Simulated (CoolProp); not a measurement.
Model: reference Helmholtz-energy equation of state, Lemmon 2004, in CoolProp. It is a short technical equation, of lower accuracy than the large ones.

Task: For n-dodecane, give the phase and the Z, expansivity (1/kK) at 264.55 °C and 2.55 MPa; 313.95 °C and 2.55 MPa.

Result: 
- 264.55 °C and 2.55 MPa: liquid; Z 0.175, expansivity 1.82
- 313.95 °C and 2.55 MPa: liquid; Z 0.178, expansivity 2.53
